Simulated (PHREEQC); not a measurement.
A solution holds 0.64 mol K2CO3 and 0.00029 mol H3BO3 per kg of water, at 20 °C. Closed to the air; pH follows from the charge balance.

Model: Pitzer model, pitzer.dat, run in PHREEQC.

No solid was allowed to form.

Question: Estimate the pH, density, osmotic coefficient.

Answer: pH 11.84; density 1.071 g/cm³; osmotic coefficient 0.792.

In brines, pH and single-ion activities rest on the MacInnes convention.
